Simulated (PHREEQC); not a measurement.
Dissolve 0.0029 mol/kgw SrCl2 and 0.0016 mol/kgw CO2 at 40 °C. Closed to the air; pH follows from the charge balance.

Model: ion-association model, phreeqc.dat, run in PHREEQC.

Q: The ionic strength comes out as 0.00873 mol/kgw. What activity coefficients do SrHCO3+, Sr+2, H+, Cl-, HCO3- get?

A: SrHCO3+ 0.91, Sr+2 0.68, H+ 0.92, Cl- 0.90, HCO3- 0.91.

This is a speciation only: nothing precipitates in the calculation. Constants without temperature data keep their 25 °C values here.
